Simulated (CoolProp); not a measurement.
Vapour-liquid equilibrium of CF4 (R14) (1) + R13 (2) at 196 K; x and y are mole fractions of (1).

Computed with CoolProp (multi-fluid Helmholtz-energy mixture model, Platzer 1990 and Platzer 1990; pair parameters Bell 2016). This equation is an older, rougher fit; its heat capacities, sound speeds and derivatives of the liquid may be far off and weren't checked against measurements.

Problem. Give the bubble pressure and the first vapour's composition at x = 0.05, 0.35, 0.8. Is there an azeotrope?

Solution. x = 0.05: 202.3 kPa, y = 0.389; x = 0.35: 589.7 kPa, y = 0.829; x = 0.8: 1083 kPa, y = 0.956. No azeotrope shows between x = 0.05 and 0.95.

Pair parameters are fitted to limited data, so mixtures are less certain than the pure fluids. The gap from Raoult's law changes sign with composition, which may be real or a fault of the pair parameters; it wasn't checked against measurements.
